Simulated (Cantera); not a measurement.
## Moist CO burnout

An isothermal, constant-pressure homogeneous reactor starts with 0.456 % CO, 0.238 % O₂, 0.0843 % H₂O, 99.2 % N₂, at 1325 K and 230000 Pa.

Detailed kinetics in Cantera: GRI-Mech 3.0 (53 species, 325 reactions).

```json
[
 {"t (s)": "0.000400", "x CO": "0.00456", "x O₂": "0.00238", "x H₂O": "0.000843", "x CO₂": "4.51e-9", "x N₂O": "2.25e-12", "x OH": "3.14e-10", "x H": "3.69e-10"},
 {"t (s)": "0.000735", "x CO": "0.00456", "x O₂": "0.00238", "x H₂O": "0.000843", "x CO₂": "1.43e-8", "x N₂O": "9.16e-12", "x OH": "1.12e-9", "x H": "1.42e-9"},
 {"t (s)": "0.00135", "x CO": "0.00456", "x O₂": "0.00238", "x H₂O": "0.000843", "x CO₂": "8.33e-8", "x N₂O": "5.79e-11", "x OH": "6.53e-9", "x H": "8.56e-9"},
 {"t (s)": "0.00248", "x CO": "0.00456", "x O₂": "0.00238", "x H₂O": "0.000843", "x CO₂": "1.61e-6", "x N₂O": "1.12e-9", "x OH": "1.25e-7", "x H": "1.64e-7"},
 {"t (s)": "0.00456", "x CO": "0.00437", "x O₂": "0.00226", "x H₂O": "0.000819", "x CO₂": "0.000192", "x N₂O": "1.28e-7", "x OH": "1.05e-5", "x H": "1.98e-5"},
 {"t (s)": "0.00838", "x CO": "0.00235", "x O₂": "0.00126", "x H₂O": "0.000744", "x CO₂": "0.00221", "x N₂O": "6.59e-7", "x OH": "2.74e-5", "x H": "9.39e-5"},
 {"t (s)": "0.0154", "x CO": "0.000973", "x O₂": "0.000588", "x H₂O": "0.000780", "x CO₂": "0.00360", "x N₂O": "5.00e-7", "x OH": "1.82e-5", "x H": "4.70e-5"},
 {"t (s)": "0.0283", "x CO": "0.000434", "x O₂": "0.000321", "x H₂O": "0.000809", "x CO₂": "0.00414", "x N₂O": "4.14e-7", "x OH": "1.15e-5", "x H": "1.90e-5"},
 {"t (s)": "0.0520", "x CO": "0.000211", "x O₂": "0.000208", "x H₂O": "0.000825", "x CO₂": "0.00436", "x N₂O": "3.79e-7", "x OH": "7.38e-6", "x H": "7.30e-6"},
 {"t (s)": "0.0955", "x CO": "0.000107", "x O₂": "0.000154", "x H₂O": "0.000834", "x CO₂": "0.00447", "x N₂O": "3.60e-7", "x OH": "4.92e-6", "x H": "2.79e-6"},
 {"t (s)": "0.175", "x CO": "5.37e-5", "x O₂": "0.000126", "x H₂O": "0.000839", "x CO₂": "0.00452", "x N₂O": "3.32e-7", "x OH": "3.38e-6", "x H": "1.05e-6"},
 {"t (s)": "0.322", "x CO": "2.63e-5", "x O₂": "0.000112", "x H₂O": "0.000842", "x CO₂": "0.00455", "x N₂O": "2.71e-7", "x OH": "2.36e-6", "x H": "3.83e-7"},
 {"t (s)": "0.592", "x CO": "1.25e-5", "x O₂": "0.000105", "x H₂O": "0.000843", "x CO₂": "0.00456", "x N₂O": "1.76e-7", "x OH": "1.66e-6", "x H": "1.35e-7"},
 {"t (s)": "1.09", "x CO": "5.73e-6", "x O₂": "0.000102", "x H₂O": "0.000844", "x CO₂": "0.00457", "x N₂O": "8.87e-8", "x OH": "1.16e-6", "x H": "4.53e-8"},
 {"t (s)": "2.00", "x CO": "2.60e-6", "x O₂": "1.00e-4", "x H₂O": "0.000845", "x CO₂": "0.00457", "x N₂O": "3.96e-8", "x OH": "8.07e-7", "x H": "1.48e-8"}
]
```
x: mole fraction; the columns are a selection and need not sum to one.

Equilibrium at this temperature and pressure: CO 7.83e-8, O₂ 9.39e-5, H₂O 0.000845, CO₂ 0.00457, N₂O 1.24e-9, OH 1.52e-7, H 9.57e-11 (gas phase only).
